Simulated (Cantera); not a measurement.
Input (Python, Cantera):

```python
import numpy as np
import cantera as ct

gas = ct.Solution("gri30.yaml")


def delay(T, t_max=10):
    gas.TPX = T, 2300000, {'CH4': 1, 'C2H6': 0.063, 'C3H8': 0.19, 'O2': 3.27, 'N2': 12.3}
    reactor = ct.IdealGasReactor(gas, clone=False)
    net = ct.ReactorNet([reactor])
    net.rtol, net.atol = 1e-8, 1e-16
    while net.time < t_max:
        t_old, T_old = net.time, reactor.T
        net.step()
        if reactor.T > T + 400:  # ignition: a rise of 400 K
            return t_old + (T + 400 - T_old) / (reactor.T - T_old) * (net.time - t_old)
    return np.nan


taus = []
for T in [1300, 1375, 1450, 1525, 1600, 1675, 1750, 1825, 1900]:
    taus.append(delay(T))
    print(f"T0 = {T:6g} K   tau = {taus[-1]:.4e} s")
```

Result:

```
T0 =   1300 K   tau = 1.7438e-04 s
T0 =   1375 K   tau = 7.0149e-05 s
T0 =   1450 K   tau = 3.0169e-05 s
T0 =   1525 K   tau = 1.4133e-05 s
T0 =   1600 K   tau = 7.2527e-06 s
T0 =   1675 K   tau = 4.0615e-06 s
T0 =   1750 K   tau = 2.4605e-06 s
T0 =   1825 K   tau = 1.5962e-06 s
T0 =   1900 K   tau = 1.0979e-06 s
```

Computed with Cantera and GRI-Mech 3.0 (53 species, 325 reactions). GRI-Mech 3.0 was tuned for natural gas; its chemistry of propane as a main component is partial and can be far from experiment. The pressure lies above the range GRI-Mech 3.0 was tuned for (to about 10 atm).
